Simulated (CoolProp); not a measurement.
Vapour-liquid equilibrium of o-xylene (1) + n-decane (2) at 204.05 °C; x and y are mole fractions of (1).

The numbers come from the multi-fluid Helmholtz-energy mixture model, Zhou 2012 and Lemmon 2006; pair parameters Bell 2016 in CoolProp.

Q: Give the bubble pressure and the first vapour's composition at x = 0.15, 0.25, 0.75. Is there an azeotrope?

A: x = 0.15: 231.2 kPa, y = 0.236; x = 0.25: 249.3 kPa, y = 0.370; x = 0.75: 343.6 kPa, y = 0.842. No azeotrope shows between x = 0.05 and 0.95.

Pair parameters are fitted to limited data, so mixtures are less certain than the pure fluids.
